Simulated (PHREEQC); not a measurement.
1.9 g of hydrous ferric oxide (600 m²/g; 0.2 weak and 0.005 strong sites per Fe, Dzombak-Morel constants, diffuse double layer) in 1 kg of water with 0.001 mol/kgw of an inert sodium salt and 0.0085 mol CaCl2 and 0.00056 mol Na2HAsO4, at 25 °C; the pH is set by adding NaOH or the inert anion's acid. Oxygen is held at 0.21 atm. No CO2 enters from the air. Nothing may precipitate in this run.

Model: ion-association model, wateq4f.dat, run in PHREEQC.

| pH | Ca sorbed (%) | As sorbed (%) | surface charge σ (C/m²) | surface potential ψ (mV) |
|---|---|---|---|---|
| 4 | 0.0 | 100.0 | 0.216 | 158 |
| 4.67 | 0.0 | 100.0 | 0.149 | 139 |
| 5.33 | 0.0 | 100.0 | 0.089 | 114 |
| 6 | 0.4 | 100.0 | 0.047 | 82 |
| 6.67 | 1.2 | 100.0 | 0.022 | 49 |
| 7.33 | 3.2 | 100.0 | 0.006 | 16 |
| 8 | 15.2 | 100.0 | -0.001 | -2 |
| 8.67 | 25.5 | 100.0 | 0.001 | 3 |
| 9.33 | 30.0 | 100.0 | 0.002 | 6 |
| 10 | 31.5 | 100.0 | 0.002 | 6 |
| 10.67 | 31.9 | 100.0 | 0.002 | 6 |
| 11.33 | 32.2 | 100.0 | 0.002 | 4 |
| 12 | 32.3 | 100.0 | 0.001 | 2 |

Species that the database lacks are ignored. The database has no arsenate complexes of Ca.
